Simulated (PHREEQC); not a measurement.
Dissolve 0.0058 mol/kgw FeCl3, 0.0047 mol/kgw CaCl2, 0.0027 mol/kgw NaHCO3 and 5.8e-05 mol/kgw NaCl at 72 °C. Closed to the air; pH follows from the charge balance.

Model: ion-association model, wateq4f.dat, run in PHREEQC.

This is a speciation only: nothing precipitates in the calculation.

Q: What pH does the model give?

A: pH 2.53.

Q: In which forms is Fe present?

A: FeOH+2 60 %, Fe(OH)2+ 18 %, Fe2(OH)2+4 11 %, FeCl+2 6.0 %, Fe+3 5.0 % of the Fe.

The solution is supersaturated, for example in Hematite (slow to form), Goethite (slow to form), so a real one may precipitate; this is no full list. Complexes and solids missing from the database can't appear. Constants without temperature data keep their 25 °C values here.
